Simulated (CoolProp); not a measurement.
Normal hydrogen along the isotherm 35.4 K: density (kg/m³) from the reference equation and from simpler models built on Tc = 33.1 K, pc = 1296 kPa, ω = -0.219; each cubic takes its own stable root.

Model: reference Helmholtz-energy equation of state, Leachman 2009, in CoolProp.

| p (kPa) | phase | reference |
|---|---|---|
| 6.15 | gas | 0.04218 |
| 10.9 | gas | 0.07483 |
| 19.4 | gas | 0.1334 |
| 34.6 | gas | 0.2387 |
| 61.5 | gas | 0.4268 |
| 109 | gas | 0.7643 |
| 194 | gas | 1.387 |
| 346 | gas | 2.567 |
| 615 | gas | 4.917 |
| 1090 | gas | 10.44 |
| 1940 | supercritical | 40.37 |

**Question.** How far does each simpler model (van der Waals, Redlich-Kwong, Peng-Robinson) lie from the reference over these 11 states: mean and median of the absolute difference, and the worst?

**Answer.** 
- van der Waals: mean 1.9 %, median 0.2 %, worst -16.8 % at 35.4 K and 1940 kPa
- Redlich-Kwong: mean 1.5 %, median 0.1 %, worst -15.9 % at 35.4 K and 1940 kPa
- Peng-Robinson: mean 1.3 %, median 0.5 %, worst +5.9 % at 35.4 K and 1090 kPa
